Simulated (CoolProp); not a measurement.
Values from CoolProp's reference Helmholtz-energy equation of state, Lemmon 2005.

Question: Give the vapour pressure (MPa), liquid density (kg/m³), vapour density (kg/m³), enthalpy of vaporisation (kJ/kg) of saturated R125 at -19.25, -2.55, 4.85 °C.

Answer: 
```
T (°C)  p (MPa)  liquid density (kg/m³)  vapour density (kg/m³)  enthalpy of vaporisation (kJ/kg)
------  -------  ----------------------  ----------------------  --------------------------------
-19.25    0.347                    1400                    21.9                               147
-2.55     0.618                    1330                    38.7                               135
4.85      0.779                    1300                    49.1                               129
```
